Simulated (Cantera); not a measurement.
Charge: 1 mol PbO, 0.81 mol H₂, 0.5 mol N₂, held at 0.133 bar.

These are equilibrium values from Cantera (NASA tables, ideal gas, pure condensed phases), not measurements of a reactor. Candidate condensed phases: H₂O, Pb, PbO, PbO₂, Pb₃O₄; 27 gas species. Each liquid is taken as pure. Mutual solubility and eutectic melting of coexisting phases are not modelled. Gases not in the tables: (PbO)n polymers. Equilibrium is a limit: real reactors are often held back by kinetics, nucleation or transport.

x: gas mole fraction; n: condensed amount in mol.

```tsv
T (°C)	x H₂O	x N₂	x Pb	x PbO	x H₂	x OH	x O₂	n Pb(l)	n PbO(red)	n PbO(yellow)	n PbO(l)
450	0.618	0.382	2.32e-8	5.81e-12	…	<1e-12	<1e-12	0.810	0.190	0	0
550	0.618	0.382	1.01e-6	1.70e-9	…	<1e-12	<1e-12	0.810	0	0.190	0
650	0.618	0.382	1.90e-5	1.41e-7	…	5.84e-11	<1e-12	0.810	0	0.190	0
750	0.618	0.382	0.000200	4.82e-6	…	1.86e-9	8.57e-12	0.810	0	0.190	0
850	0.617	0.381	0.00137	8.58e-5	…	3.17e-8	8.07e-10	0.808	0	0.190	0
950	0.613	0.379	0.00681	0.000814	…	3.15e-7	2.67e-8	0.801	0	0	0.189
1050	0.599	0.370	0.0264	0.00501	…	2.10e-6	4.40e-7	0.774	0	0	0.184
1150	0.551	0.341	0.0841	0.0234	…	1.04e-5	4.77e-6	0.686	0	0	0.156
1250	0.421	0.260	0.229	0.0883	…	3.73e-5	3.70e-5	0.369	0	0	0.0213
1350	0.349	0.216	0.349	0.0833	…	8.04e-5	4.87e-5	0	0	0	0
1450	0.348	0.216	0.349	0.0838	…	0.000213	0.000147	0	0	0	0
1550	0.347	0.216	0.348	0.0842	…	0.000508	0.000397	0	0	0	0
1650	0.345	0.216	0.348	0.0843	…	0.00110	0.000958	0	0	0	0
1750	0.341	0.215	0.348	0.0834	…	0.00220	0.00207	0	0	0	0
```

Q: Some entries are withheld; supply them.

A: 
- 450, x H₂: 2.58e-5
- 550, x H₂: 4.37e-5
- 650, x H₂: 6.78e-5
- 750, x H₂: 9.88e-5
- 850, x H₂: 0.000137
- 950, x H₂: 0.000209
- 1050, x H₂: 0.000321
- 1150, x H₂: 0.000442
- 1250, x H₂: 0.000486
- 1350, x H₂: 0.00119
- 1450, x H₂: 0.00200
- 1550, x H₂: 0.00317
- 1650, x H₂: 0.00480
- 1750, x H₂: 0.00702
